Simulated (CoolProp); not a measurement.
Properties of R13 along the isobar 49.6 bar (Tc = 29.9 °C, pc = 39.73 bar, ω = 0.175).

Values from CoolProp's reference Helmholtz-energy equation of state, Platzer 1990. This equation is an older, rougher fit; its heat capacities, sound speeds and derivatives of the liquid may be far off and weren't checked against measurements.

```tsv
T (°C)	phase	density (kg/m³)	fugacity coefficient
-152.45	liquid	1780	3.890e-5
-138.35	liquid	[?]	[?]
-124.15	liquid	1684	0.001230
-110.05	liquid	1636	0.004046
-95.85	liquid	[?]	0.01071
-81.75	liquid	1537	0.02375
-67.55	liquid	1485	0.04630
-53.45	liquid	1430	[?]
-39.35	liquid	1372	0.1293
-25.15	liquid	[?]	0.1933
-11.05	liquid	1237	0.2714
```

Problem. Complete the blanks.

Solution. 
- -138.35, density (kg/m³): 1733
- -138.35, fugacity coefficient: 0.0002726
- -95.85, density (kg/m³): 1587
- -53.45, fugacity coefficient: 0.08076
- -25.15, density (kg/m³): 1308
